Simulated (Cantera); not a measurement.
Calcination and drying: CaCO3 + CO2 + H2O

Feed: 1 mol CaCO3, 0.17 mol CO2, 0.2 mol H2O, at 100 Torr.

Cantera equilibrium calculation (NASA polynomials, part measured and part estimated; ideal gas, pure solids and liquids). Candidate condensed phases: C, C6H6, C7H8, C8H18, Ca, CaCO3, CaO, Ca(OH)2, H2O; 115 gas species. Equilibrium is a limit: real reactors are often held back by kinetics, nucleation or transport.

From 1350 K to 1950 K the condensed part is CaO(s).

```json
[
 {"T (K)": "1350", "x CO2": "0.854", "x H2O": "0.146", "x CO": "0.000118", "x O2": "6.30e-5", "n CaO(s)": "1.00"},
 {"T (K)": "1450", "x CO2": "0.853", "x H2O": "0.146", "x CO": "0.000375", "x O2": "0.000197", "n CaO(s)": "1.00"},
 {"T (K)": "1550", "x CO2": "0.853", "x H2O": "0.146", "x CO": "0.00102", "x O2": "0.000530", "n CaO(s)": "1.00"},
 {"T (K)": "1650", "x CO2": "0.850", "x H2O": "0.146", "x CO": "0.00247", "x O2": "0.00126", "n CaO(s)": "1.000"},
 {"T (K)": "1750", "x CO2": "0.846", "x H2O": "0.145", "x CO": "0.00536", "x O2": "0.00272", "n CaO(s)": "1.000"},
 {"T (K)": "1850", "x CO2": "0.838", "x H2O": "0.144", "x CO": "0.0107", "x O2": "0.00537", "n CaO(s)": "1.000"},
 {"T (K)": "1950", "x CO2": "0.825", "x H2O": "0.143", "x CO": "0.0197", "x O2": "0.00981", "n CaO(s)": "1.000"}
]
```
x: gas mole fraction; n: condensed amount in mol.
